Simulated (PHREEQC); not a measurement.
0.11 g of hydrous ferric oxide (600 m²/g; 0.2 weak and 0.005 strong sites per Fe, Dzombak-Morel constants, diffuse double layer) in 1 kg of water with 0.005 mol/kgw of an inert sodium salt and 5.7e-05 mol SrCl2, at 25 °C; the pH is set by adding NaOH or the inert anion's acid. Oxygen alone is held at its pressure in air (log pO2 = -0.68). CO2 from the air is kept out. Precipitation was switched off in this run.

The series has 17 steps of pH, from 4 to 10.

Computed with PHREEQC (ion-association model, wateq4f.dat).

**Question.** Near which pH is half of the Sr sorbed, and on which side is more sorbed?

**Answer.** Near pH 9.4, with more sorbed at higher pH.
